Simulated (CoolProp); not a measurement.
Vapour-liquid equilibrium of n-perfluoropentane (1) + n-pentane (2) at 331.7 K; x and y are mole fractions of (1).

Model: multi-fluid Helmholtz-energy mixture model, Gao 2022 and Thol 2019; pair parameters Bell 2016, in CoolProp.

```
x      bubble pressure (MPa)  y at the bubble point  dew pressure at overall composition x (MPa)  liquid density (mol/L)
-----  ---------------------  ---------------------  -------------------------------------------  ----------------------
0.05                  0.2671                  0.248                                       0.2160                   7.869
0.125                 0.3176                  0.391                                       0.2332                   7.511
0.2                   0.3405                  0.449                                       0.2529                   7.183
0.275                 0.3507                  0.477                                       0.2757                   6.883
0.35                  0.3554                  0.494                                       0.3020                   6.611
0.425                 0.3579                  0.508                                       0.3312                   6.366
0.5                   0.3592                  0.523                                       0.3566                   6.146
0.575                 0.3590                  0.543                                       0.3559                   5.950
0.65                  0.3563                  0.572                                       0.3419                   5.774
0.725                 0.3496                  0.613                                       0.3248                   5.617
0.8                   0.3372                  0.672                                       0.3072                   5.476
0.875                 0.3173                  0.757                                       0.2903                   5.349
0.95                  0.2887                  0.883                                       0.2745                   5.232
```

y crosses x between x = 0.5 and 0.575: the model has an azeotrope there.

The pair parameters rest on a limited set of measurements; away from them the model extrapolates. With so large a gap from Raoult's law the liquid may split in two, which this calculation doesn't test in full.
